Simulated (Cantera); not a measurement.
Cantera run:

```python
import numpy as np
import cantera as ct

gas_names = """
    H HNO HNO2 HNO3 HO2 H2 H2O H2O2 N NH NH2 NH3 NH2OH NO NO2 NO3 N2 N2H2 N2H4 N2O O OH O2 O3 V VN VO
    VO2
""".split()
cond_names = """
    H2O(s) H2O(L) V(cr) V(L) VN(s) VO(s) VO(L) V2O3(s) V2O3(L) V2O4(I) V2O4(II) V2O4(L) V2O5(s) V2O5(L)
""".split()


# ... load() reads the species with a 1 bar reference pressure and builds the phases ...
atoms = {
    'V2O3': {'V': 2, 'O': 3},
    'H2': {'H': 2},
    'N2': {'N': 2},
}
top_T = {'VN(s)': 2300}  # K; cautious upper limits of use, not melting points


# ... equilibrate(T, P, feed) seeds the gas with the atoms and calls Mixture.equilibrate('TP', solver="vcs", rtol=1e-11, max_steps=5000) ...
results = []
T = 1173.15  # K
P = 70  # Pa
for m in [0.57, 1.1, 2, 3.6, 6.7, 12, 23, 42, 78]:
    feed = {'V2O3': 1, 'H2': m, 'N2': 1.8}  # mol
    mix = equilibrate(T, P, feed)
    results.append((T, P, feed, dict(zip(mix.species_names, mix.species_moles))))

top = {s: max(r[3][s] / sum(r[3][g] for g in gas_names) for r in results) for s in gas_names}
cols = sorted((s for s in top if top[s] > 1e-05), key=lambda s: -top[s])[:8]
seen = [c for c in cond_names if any(r[3].get(c, 0) > 1e-12 for r in results)]
print("log10 of partial pressures in bar; condensed amounts in mol")
print(f"{'n(H2)':>10s}" + "".join(f"{s[:9]:>10s}" for s in cols + seen))
for T, P, feed, n in results:
    ng = sum(n[g] for g in gas_names)
    print(f"{feed['H2']:10.4g}" + "".join(f"{np.log10(max(n[s] / ng * P / 1e5, 1e-99)):10.3f}" for s in cols)
          + "".join(f"{n.get(c, 0):10.4g}" for c in seen))
```

Result:

```
log10 of partial pressures in bar; condensed amounts in mol
     n(H2)        H2        N2       H2O     VN(s)     VO(s)   V2O3(s)
      0.57    -3.774    -3.274    -6.902 0.0002826         0    0.9999
       1.1    -3.576    -3.362    -6.734   0.00051         0    0.9997
         2    -3.434    -3.479    -6.630 0.0008474         0    0.9996
       3.6    -3.331    -3.632    -6.579  0.001357         0    0.9993
       6.7    -3.258    -3.829    -6.572  0.002171         0    0.9989
        12    -3.216    -4.040    -6.599  0.003308         0    0.9983
        23    -3.188    -4.294    -6.638         0    0.0163    0.9918
        42    -3.173    -4.541    -6.624         0   0.02977    0.9851
        78    -3.165    -4.802    -6.615         0   0.05528    0.9724
```

Method: chemical equilibrium by Gibbs-energy minimisation in Cantera with the NASA 1993 tables (ideal gas, pure condensed phases). Mutual solubility and eutectic melting of coexisting phases are not modelled. VN, VO: taken at fixed stoichiometry. Condensed phases not in the tables: the oxides between V2O3 and V2O5 other than VO2, solid solutions among these carbides, nitrides and lower oxides, V2N.
